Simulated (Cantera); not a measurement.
# Reactions in the system Cr-N-O

Cantera with NASA thermochemical tables; ideal gases at 1 bar, condensed phases pure. Values are per mole of reaction as written; species without (g) are pure solids or liquids, kept so even where they would boil at 1 bar.

2 Cr + 3 N2O(g) → 3 N2(g) + Cr2O3

| T (K) | ΔH° (kJ) | ΔS° (J/K) | ΔG° (kJ) | log10 K | condensed phases |
|---|---|---|---|---|---|
| 300 | -1379.8 | -52.3 | -1364.1 | 237.51 | Cr(s), Cr2O3(s) |
| 1225 | -1374.4 | -36.6 | -1329.6 | 56.69 | Cr(s), Cr2O3(s) |
| 1375 | -1376.6 | -38.3 | -1324.0 | 50.30 | Cr(s), Cr2O3(s) |
| 1525 | -1379.7 | -40.4 | -1318.1 | 45.15 | Cr(s), Cr2O3(s) |
| 1675 | -1383.7 | -42.9 | -1311.8 | 40.91 | Cr(s), Cr2O3(s) |
| 1825 | -1388.6 | -45.7 | -1305.2 | 37.36 | Cr(s), Cr2O3(s) |
| 1975 | -1394.3 | -48.7 | -1298.1 | 34.33 | Cr(s), Cr2O3(s) |
| 2125 | -1401.0 | -52.0 | -1290.6 | 31.72 | Cr(s), Cr2O3(s) |
| 2275 | -1444.4 | -72.3 | -1279.9 | 29.39 | Cr(l), Cr2O3(s) |
| 2425 | -1446.6 | -73.2 | -1269.0 | 27.33 | Cr(l), Cr2O3(s) |
| 2575 | -1448.6 | -74.0 | -1257.9 | 25.52 | Cr(l), Cr2O3(s) |
| 2725 | -1319.2 | -24.3 | -1252.9 | 24.02 | Cr(l), Cr2O3(l) |
